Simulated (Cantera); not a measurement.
What does this Cantera script print?

```python
import numpy as np
import cantera as ct

gas_names = """
    Fe2CL6 H2 HCL FeCL2
""".split()
cond_names = """
    FeCL2(s) FeCL2(L) Fe(a) Fe(c) Fe(d) Fe(L)
""".split()


def load(file, names, dense=False):
    # The tables refer to 1 bar. Condensed volumes are neglected.
    table = {s.name: s for s in ct.Species.list_from_file(file)}
    out = []
    for n in names:
        d = dict(table[n].input_data)
        d["thermo"] = dict(d["thermo"], **{"reference-pressure": 1e5})
        if dense:
            d["equation-of-state"] = {"model": "constant-volume", "density": "1e6 g/cm^3"}
        out.append(ct.Species.from_dict(d))
    return out


species = {s.name: s for s in load("nasa_gas.yaml", gas_names) + load("nasa_condensed.yaml", cond_names)}
# Each term lists the table entries of one substance; the one whose range holds T is used.
reactions = {
    'Fe2Cl6(g) + H2(g) = 2 FeCl2 + 2 HCl(g)':
        [(-1, ['Fe2CL6']), (-1, ['H2']), (2, ['FeCL2(s)', 'FeCL2(L)']), (2, ['HCL'])],
    '3 FeCl2(g) = Fe2Cl6(g) + Fe':
        [(-3, ['FeCL2']), (1, ['Fe2CL6']), (1, ['Fe(a)', 'Fe(c)', 'Fe(d)', 'Fe(L)'])],
}


def pick(names, T):
    return next(species[n] for n in names if species[n].thermo.min_temp <= T <= species[n].thermo.max_temp)


results = []
for label, terms in reactions.items():
    print(label)
    print("     T/K   dH/kJ  dS/(J/K)   dG/kJ   log10 K")
    for T in [300, 800, 900, 1000, 1100, 1200, 1300, 1400, 1500]:
        used = [(nu, pick(names, T)) for nu, names in terms]
        dH = sum(nu * s.thermo.h(T) for nu, s in used) / 1e6
        dS = sum(nu * s.thermo.s(T) for nu, s in used) / 1e3
        dG = dH - T * dS / 1e3
        logK = -dG * 1e6 / (ct.gas_constant * T * np.log(10))
        results.append((label, T, dH, dS, dG, logK, [s.name for _, s in used]))
        print(f"{T:8g} {dH:8.1f} {dS:8.1f} {dG:8.1f} {logK:8.2f}")
```

Output:

```
Fe2Cl6(g) + H2(g) = 2 FeCl2 + 2 HCl(g)
     T/K   dH/kJ  dS/(J/K)   dG/kJ   log10 K
     300   -213.9    -57.9   -196.5    34.22
     800   -206.6    -44.6   -170.9    11.16
     900   -204.4    -42.0   -166.6     9.67
    1000   -114.5     52.6   -167.1     8.73
    1100   -108.9     57.9   -172.6     8.20
    1200   -103.3     62.8   -178.7     7.78
    1300    -97.6     67.4   -185.2     7.44
    1400    -91.9     71.6   -192.1     7.17
    1500    -86.1     75.6   -199.5     6.95
3 FeCl2(g) = Fe2Cl6(g) + Fe
     T/K   dH/kJ  dS/(J/K)   dG/kJ   log10 K
     300   -231.3   -333.5   -131.3    22.86
     800   -216.8   -305.4     27.5    -1.80
     900   -213.2   -301.2     57.9    -3.36
    1000   -208.9   -296.7     87.8    -4.58
    1100   -203.1   -291.1    117.1    -5.56
    1200   -199.1   -287.6    146.1    -6.36
    1300   -196.4   -285.5    174.7    -7.02
    1400   -193.8   -283.6    203.2    -7.58
    1500   -191.2   -281.8    231.5    -8.06
```

Source: NASA polynomial tables (part measured, part estimated), evaluated in Cantera. Condensed species are held in their standard states even where they would react or evaporate.
